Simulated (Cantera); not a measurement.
Input (Python, Cantera) and output of one run.

```python
import numpy as np
import cantera as ct

gas_names = [...]  # 77 gases of nasa_gas.yaml made of C, H, Ti
cond_names = """
    C(gr) C6H6(L) C7H8(L) C8H18(L),n-octa Ti(a) Ti(b) Ti(L) TiC(s) TiC(L)
""".split()


# ... load() reads the species with a 1 bar reference pressure and builds the phases ...
atoms = {
    'TiC': {'Ti': 1, 'C': 1},
    'C': {'C': 1},
    'H2': {'H': 2},
}
top_T = {'C(gr)': 4500}  # K; cautious upper limits of use, not melting points


# ... equilibrate(T, P, feed) seeds the gas with the atoms and calls Mixture.equilibrate('TP', solver="vcs", rtol=1e-11, max_steps=5000) ...
results = []
feed = {'TiC': 1, 'C': 0.31, 'H2': 7.7}  # mol
P = 1.7  # Pa
for T in [1998, 2048, 2098, 2148, 2198, 2248, 2298, 2348, 2398, 2448, 2498, 2548, 2598, 2648]:
    mix = equilibrate(T, P, feed)
    results.append((T, P, feed, dict(zip(mix.species_names, mix.species_moles))))
    x = sorted(zip(gas.X, gas.species_names), reverse=True)
    print(f"T = {T:g} K  P = {P:g} Pa  gas = {mix.phase_moles(0):.4g} mol")
    print("   x: " + "  ".join(f"{s} {v:.3e}" for v, s in x if v > 0.0001))
    print("   condensed (mol): " + ("  ".join(f"{mix.phase(i).name} {mix.phase_moles(i):.4g}"
          for i in range(1, mix.n_phases) if mix.phase_moles(i) > 1e-12) or "none"))
```

Result:

```
T = 1998 K  P = 1.7 Pa  gas = 9.17 mol
   x: H2 6.789e-01  H 3.206e-01  C2H2,acetylene 5.146e-04
   condensed (mol): C(gr) 0.3008  TiC(s) 0.9996
T = 2048 K  P = 1.7 Pa  gas = 9.718 mol
   x: H2 5.842e-01  H 4.151e-01  C2H2,acetylene 6.124e-04  Ti 1.111e-04
   condensed (mol): C(gr) 0.2988  TiC(s) 0.9989
T = 2098 K  P = 1.7 Pa  gas = 10.39 mol
   x: H 5.178e-01  H2 4.812e-01  C2H2,acetylene 6.869e-04  Ti 2.733e-04
   condensed (mol): C(gr) 0.2975  TiC(s) 0.9972
T = 2148 K  P = 1.7 Pa  gas = 11.18 mol
   x: H 6.210e-01  H2 3.775e-01  C2H2,acetylene 7.228e-04  Ti 6.440e-04
   condensed (mol): C(gr) 0.2981  TiC(s) 0.9928
T = 2198 K  P = 1.7 Pa  gas = 12.03 mol
   x: H 7.163e-01  H2 2.813e-01  Ti 1.459e-03  C2H2,acetylene 7.129e-04  C3 1.365e-04
   condensed (mol): C(gr) 0.3026  TiC(s) 0.9825
T = 2248 K  P = 1.7 Pa  gas = 12.87 mol
   x: H 7.959e-01  H2 1.995e-01  Ti 3.185e-03  C2H2,acetylene 6.610e-04  C3 3.678e-04  C 2.071e-04  C2H 1.041e-04
   condensed (mol): C(gr) 0.3135  TiC(s) 0.959
T = 2298 K  P = 1.7 Pa  gas = 13.65 mol
   x: H 8.554e-01  H2 1.356e-01  Ti 6.717e-03  C3 9.480e-04  C2H2,acetylene 5.802e-04  C 4.763e-04  C2H 1.645e-04
   condensed (mol): C(gr) 0.3336  TiC(s) 0.9083
T = 2348 K  P = 1.7 Pa  gas = 14.36 mol
   x: H 8.930e-01  H2 8.891e-02  Ti 1.371e-02  C3 2.345e-03  C 1.057e-03  C2H2,acetylene 4.859e-04  C2H 2.483e-04  C2 2.100e-04
   condensed (mol): C(gr) 0.3633  TiC(s) 0.803
T = 2398 K  P = 1.7 Pa  gas = 15.08 mol
   x: H 9.073e-01  H2 5.638e-02  Ti 2.717e-02  C3 5.577e-03  C 2.268e-03  C2 5.042e-04  C2H2,acetylene 3.895e-04  C2H 3.590e-04
   condensed (mol): C(gr) 0.3943  TiC(s) 0.5904
T = 2448 K  P = 1.7 Pa  gas = 15.98 mol
   x: H 8.939e-01  Ti 5.230e-02  H2 3.428e-02  C3 1.279e-02  C 4.717e-03  C2 1.167e-03  C2H 4.959e-04  C2H2,acetylene 2.964e-04
   condensed (mol): C(gr) 0.3916  TiC(s) 0.1642
T = 2498 K  P = 1.7 Pa  gas = 16.58 mol
   x: H 8.852e-01  Ti 6.033e-02  H2 2.145e-02  C3 2.140e-02  C 8.673e-03  C2 2.164e-03  C2H 5.630e-04  C2H2,acetylene 1.907e-04
   condensed (mol): none
T = 2548 K  P = 1.7 Pa  gas = 16.75 mol
   x: H 8.906e-01  Ti 5.970e-02  C3 1.960e-02  H2 1.409e-02  C 1.282e-02  C2 2.658e-03  C2H 4.382e-04
   condensed (mol): none
T = 2598 K  P = 1.7 Pa  gas = 16.9 mol
   x: H 8.922e-01  Ti 5.917e-02  C 1.843e-02  C3 1.730e-02  H2 9.336e-03  C2 3.153e-03  C2H 3.339e-04
   condensed (mol): none
T = 2648 K  P = 1.7 Pa  gas = 17.04 mol
   x: H 8.911e-01  Ti 5.869e-02  C 2.564e-02  C3 1.449e-02  H2 6.241e-03  C2 3.578e-03  C2H 2.469e-04
   condensed (mol): none
```

Equilibrium computed with Cantera from the NASA thermochemical tables; the gas is ideal and each condensed phase is pure. TiC: taken at fixed stoichiometry.
